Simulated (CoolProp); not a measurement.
Ethane at 298.15 K and 21.7 MPa flows at 1.7 m/s in a round tube of 25 mm bore and 0.25 µm roughness, fully developed (64/Re and Nu = 3.66 if laminar; Colebrook and Gnielinski if turbulent). Each further row changes one setting.

Model: reference Helmholtz-energy equation of state, Bücker 2006, in CoolProp.

```csv
case,Reynolds number,Darcy friction factor,pressure drop (Pa/m),heat-transfer coefficient (W/(m² K)),mass flow (kg/h)
as stated,261000,0.0150,370,2980,1290
velocity 3.4 m/s,521000,0.0132,1310,5350,2570
diameter 50 mm,521000,0.0131,163,2660,5150
```

Viscosity comes from a separate model (Friend 1991). Thermal conductivity comes from a separate model (Friend 1991).
